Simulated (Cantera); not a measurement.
What does this Cantera script print?

```python
import numpy as np
import cantera as ct

gas_names = [...]  # 77 gases of nasa_gas.yaml made of C, H, Ti
cond_names = """
    C(gr) C6H6(L) C7H8(L) C8H18(L),n-octa Ti(a) Ti(b) Ti(L) TiC(s) TiC(L)
""".split()


# ... load() reads the species with a 1 bar reference pressure and builds the phases ...
atoms = {
    'TiC': {'Ti': 1, 'C': 1},
    'C': {'C': 1},
    'H2': {'H': 2},
}
top_T = {'C(gr)': 4500}  # K; cautious upper limits of use, not melting points


# ... equilibrate(T, P, feed) seeds the gas with the atoms and calls Mixture.equilibrate('TP', solver="vcs", rtol=1e-11, max_steps=5000) ...
results = []
feed = {'TiC': 1, 'C': 0.25, 'H2': 6.5}  # mol
P = 230000  # Pa
for T in [2073, 2173, 2273, 2373, 2473, 2573, 2673, 2773]:
    mix = equilibrate(T, P, feed)
    results.append((T, P, feed, dict(zip(mix.species_names, mix.species_moles))))
    x = sorted(zip(gas.X, gas.species_names), reverse=True)
    print(f"T = {T:g} K  P = {P:g} Pa  gas = {mix.phase_moles(0):.4g} mol")
    print("   x: " + "  ".join(f"{s} {v:.3e}" for v, s in x if v > 1e-05))
    print("   condensed (mol): " + ("  ".join(f"{mix.phase(i).name} {mix.phase_moles(i):.4g}"
          for i in range(1, mix.n_phases) if mix.phase_moles(i) > 1e-12) or "none"))
```

Output:

```
T = 2073 K  P = 230000 Pa  gas = 6.5 mol
   x: H2 9.962e-01  H 1.731e-03  C2H2,acetylene 1.221e-03  CH4 8.039e-04  CH3 2.735e-05  C2H4 1.271e-05
   condensed (mol): C(gr) 0.2285  TiC(s) 1
T = 2173 K  P = 230000 Pa  gas = 6.506 mol
   x: H2 9.939e-01  H 3.172e-03  C2H2,acetylene 2.193e-03  CH4 6.337e-04  CH3 3.893e-05  C2H4 1.388e-05
   condensed (mol): C(gr) 0.2168  TiC(s) 1
T = 2273 K  P = 230000 Pa  gas = 6.514 mol
   x: H2 9.902e-01  H 5.512e-03  C2H2,acetylene 3.733e-03  CH4 5.093e-04  CH3 5.355e-05  C2H4 1.500e-05
   condensed (mol): C(gr) 0.1973  TiC(s) 1
T = 2373 K  P = 230000 Pa  gas = 6.527 mol
   x: H2 9.843e-01  H 9.136e-03  C2H2,acetylene 6.055e-03  CH4 4.157e-04  CH3 7.139e-05  C2H4 1.601e-05  C4H2 1.531e-05
   condensed (mol): C(gr) 0.167  TiC(s) 1
T = 2473 K  P = 230000 Pa  gas = 6.545 mol
   x: H2 9.756e-01  H 1.452e-02  C2H2,acetylene 9.406e-03  CH4 3.432e-04  CH3 9.246e-05  C4H2 3.742e-05  C2H4 1.690e-05
   condensed (mol): C(gr) 0.1225  TiC(s) 1
T = 2573 K  P = 230000 Pa  gas = 6.571 mol
   x: H2 9.632e-01  H 2.223e-02  C2H2,acetylene 1.405e-02  CH4 2.856e-04  CH3 1.165e-04  C4H2 8.481e-05  C2H 2.705e-05  C2H4 1.759e-05  C2H2,vinylidene 1.391e-05
   condensed (mol): C(gr) 0.05953  TiC(s) 1
T = 2673 K  P = 230000 Pa  gas = 6.607 mol
   x: H2 9.481e-01  H 3.291e-02  C2H2,acetylene 1.831e-02  CH4 2.276e-04  C4H2 1.468e-04  CH3 1.363e-04  C2H 6.423e-05  C2H2,vinylidene 2.463e-05  C2H4 1.637e-05  CH2 1.027e-05
   condensed (mol): TiC(s) 1
T = 2773 K  P = 230000 Pa  gas = 6.657 mol
   x: H2 9.338e-01  H 4.737e-02  C2H2,acetylene 1.815e-02  CH4 1.625e-04  C4H2 1.467e-04  CH3 1.386e-04  C2H 1.110e-04  C2H2,vinylidene 3.240e-05  Ti 1.900e-05  CH2 1.564e-05  C2H4 1.187e-05
   condensed (mol): TiC(s) 0.9999
```

These are equilibrium values from Cantera (NASA tables, ideal gas, pure condensed phases), not measurements of a reactor. TiC: taken at fixed stoichiometry.
